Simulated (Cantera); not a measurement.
## Diamond growth

A diamond (100) surface in a fixed gas of H2 with x(CH4) = 0.013, x(CH3) = 0.00074, at 1198 K, 0.150 bar; coverages are run to steady state.

Detailed kinetics in Cantera: the Harris–Goodwin 1993 mechanism for the reconstructed diamond (100) surface.

| x(H) | growth (µm/h) | θ c6HH | θ c6H* | θ c6*H | θ c6** | θ c6HM |
|---|---|---|---|---|---|---|
| 0.0001 | 2.06 | 0.593 | 0.0260 | 0.335 | 0.00356 | 0.0202 |
| 0.00024 | 5.76 | 0.507 | 0.0312 | 0.401 | 0.00822 | 0.0258 |
| 0.00057 | 13.6 | 0.459 | 0.0340 | 0.437 | 0.0147 | 0.0291 |
| 0.0014 | 29.0 | 0.437 | 0.0355 | 0.455 | 0.0211 | 0.0286 |
| 0.0033 | 51.5 | 0.430 | 0.0365 | 0.467 | 0.0256 | 0.0232 |
| 0.0079 | 77.4 | 0.431 | 0.0374 | 0.477 | 0.0284 | 0.0152 |
| 0.019 | 98.4 | 0.434 | 0.0383 | 0.484 | 0.0299 | 0.00819 |
| 0.045 | 111 | 0.436 | 0.0395 | 0.487 | 0.0309 | 0.00394 |
| 0.11 | 119 | 0.437 | 0.0417 | 0.487 | 0.0317 | 0.00173 |
θ: site fractions in the mechanism's names (c6HH fully hydrogenated, c6H* and c6*H radical sites, c6** diradical, c6HM methylated).
